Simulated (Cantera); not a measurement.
An isothermal, constant-pressure homogeneous reactor starts with 87.0 % NH3, 13.0 % H2, at 2175 K and 120000 Pa.

Detailed kinetics in Cantera: the gas-phase N/H chemistry of the illustrative SiF4/NH3 mechanism in the Surface Chemkin manual (1991). Walls and surfaces, which speed up NH3 decomposition in real reactors, are not modelled.

x: mole fraction; the columns are a selection and need not sum to one.

```tsv
t (s)	x NH3	x H2	x NH2	x N2H2	x H
0.000100	0.848	0.145	0.00259	1.56e-5	0.000148
0.000267	0.811	?	0.00248	1.44e-5	?
0.000715	0.724	0.235	0.00225	1.19e-5	0.000242
0.00191	0.548	0.365	0.00182	7.73e-6	0.000397
0.00511	0.291	0.553	0.00117	3.31e-6	0.000724
0.0137	0.0763	0.710	0.000466	6.68e-7	0.00141
0.0366	?	0.761	?	?	?
0.0978	0.000472	0.764	7.42e-6	3.48e-10	0.00390
0.261	0.000129	0.764	2.03e-6	2.78e-11	0.00392
0.699	4.40e-5	0.764	6.94e-7	4.74e-12	0.00392
1.87	1.65e-5	0.764	2.61e-7	2.13e-12	0.00392
5.00	7.72e-6	0.764	1.22e-7	1.79e-12	0.00392
```

Task: Fill in the missing entries.

Result: 
- 0.000267, x H2: 0.171
- 0.000267, x H: 0.000175
- 0.0366, x NH3: 0.00491
- 0.0366, x NH2: 6.44e-5
- 0.0366, x N2H2: 2.27e-8
- 0.0366, x H: 0.00325
